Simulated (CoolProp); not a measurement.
Properties of acetone along the isotherm 46.35 °C (Tc = 235.0 °C, pc = 4692 kPa, ω = 0.307).

The numbers come from the reference Helmholtz-energy equation of state, Lemmon 2006 in CoolProp. It is a short technical equation, of lower accuracy than the large ones.

```json
[
 {"p (kPa)": "147", "phase": "liquid", "density (kg/m³)": "760.4", "cv (kJ/(kg K))": "1.587", "Joule-Thomson coefficient (K/MPa)": "-0.3059", "isothermal compressibility (1/MPa)": "0.001601", "expansivity (1/kK)": "1.528", "fugacity coefficient": "0.4698"},
 {"p (kPa)": "293", "phase": "liquid", "density (kg/m³)": "760.6", "cv (kJ/(kg K))": "1.587", "Joule-Thomson coefficient (K/MPa)": "-0.3063", "isothermal compressibility (1/MPa)": "0.001597", "expansivity (1/kK)": "1.526", "fugacity coefficient": "0.2367"},
 {"p (kPa)": "440", "phase": "liquid", "density (kg/m³)": "760.8", "cv (kJ/(kg K))": "1.587", "Joule-Thomson coefficient (K/MPa)": "-0.3068", "isothermal compressibility (1/MPa)": "0.001593", "expansivity (1/kK)": "1.524", "fugacity coefficient": "0.1583"},
 {"p (kPa)": "587", "phase": "liquid", "density (kg/m³)": "761.0", "cv (kJ/(kg K))": "1.587", "Joule-Thomson coefficient (K/MPa)": "-0.3072", "isothermal compressibility (1/MPa)": "0.001589", "expansivity (1/kK)": "1.521", "fugacity coefficient": "0.1191"},
 {"p (kPa)": "733", "phase": "liquid", "density (kg/m³)": "761.1", "cv (kJ/(kg K))": "1.587", "Joule-Thomson coefficient (K/MPa)": "-0.3077", "isothermal compressibility (1/MPa)": "0.001585", "expansivity (1/kK)": "1.519", "fugacity coefficient": "0.09581"},
 {"p (kPa)": "880", "phase": "liquid", "density (kg/m³)": "761.3", "cv (kJ/(kg K))": "1.587", "Joule-Thomson coefficient (K/MPa)": "-0.3081", "isothermal compressibility (1/MPa)": "0.001581", "expansivity (1/kK)": "1.517", "fugacity coefficient": "0.08014"},
 {"p (kPa)": "1030", "phase": "liquid", "density (kg/m³)": "761.5", "cv (kJ/(kg K))": "1.587", "Joule-Thomson coefficient (K/MPa)": "-0.3085", "isothermal compressibility (1/MPa)": "0.001577", "expansivity (1/kK)": "1.514", "fugacity coefficient": "0.06877"},
 {"p (kPa)": "1170", "phase": "liquid", "density (kg/m³)": "761.7", "cv (kJ/(kg K))": "1.587", "Joule-Thomson coefficient (K/MPa)": "-0.3090", "isothermal compressibility (1/MPa)": "0.001573", "expansivity (1/kK)": "1.512", "fugacity coefficient": "0.06078"},
 {"p (kPa)": "1320", "phase": "liquid", "density (kg/m³)": "761.8", "cv (kJ/(kg K))": "1.587", "Joule-Thomson coefficient (K/MPa)": "-0.3094", "isothermal compressibility (1/MPa)": "0.001569", "expansivity (1/kK)": "1.510", "fugacity coefficient": "0.05411"},
 {"p (kPa)": "1470", "phase": "liquid", "density (kg/m³)": "762.0", "cv (kJ/(kg K))": "1.587", "Joule-Thomson coefficient (K/MPa)": "-0.3099", "isothermal compressibility (1/MPa)": "0.001565", "expansivity (1/kK)": "1.507", "fugacity coefficient": "0.04880"},
 {"p (kPa)": "1610", "phase": "liquid", "density (kg/m³)": "762.2", "cv (kJ/(kg K))": "1.587", "Joule-Thomson coefficient (K/MPa)": "-0.3103", "isothermal compressibility (1/MPa)": "0.001561", "expansivity (1/kK)": "1.505", "fugacity coefficient": "0.04473"},
 {"p (kPa)": "1760", "phase": "liquid", "density (kg/m³)": "762.4", "cv (kJ/(kg K))": "1.587", "Joule-Thomson coefficient (K/MPa)": "-0.3107", "isothermal compressibility (1/MPa)": "0.001557", "expansivity (1/kK)": "1.503", "fugacity coefficient": "0.04110"},
 {"p (kPa)": "1910", "phase": "liquid", "density (kg/m³)": "762.6", "cv (kJ/(kg K))": "1.587", "Joule-Thomson coefficient (K/MPa)": "-0.3111", "isothermal compressibility (1/MPa)": "0.001553", "expansivity (1/kK)": "1.500", "fugacity coefficient": "0.03803"},
 {"p (kPa)": "2050", "phase": "liquid", "density (kg/m³)": "762.7", "cv (kJ/(kg K))": "1.587", "Joule-Thomson coefficient (K/MPa)": "-0.3115", "isothermal compressibility (1/MPa)": "0.001549", "expansivity (1/kK)": "1.498", "fugacity coefficient": "0.03558"},
 {"p (kPa)": "2200", "phase": "liquid", "density (kg/m³)": "762.9", "cv (kJ/(kg K))": "1.587", "Joule-Thomson coefficient (K/MPa)": "-0.3120", "isothermal compressibility (1/MPa)": "0.001546", "expansivity (1/kK)": "1.496", "fugacity coefficient": "0.03329"},
 {"p (kPa)": "2350", "phase": "liquid", "density (kg/m³)": "763.1", "cv (kJ/(kg K))": "1.587", "Joule-Thomson coefficient (K/MPa)": "-0.3124", "isothermal compressibility (1/MPa)": "0.001542", "expansivity (1/kK)": "1.494", "fugacity coefficient": "0.03130"}
]
```
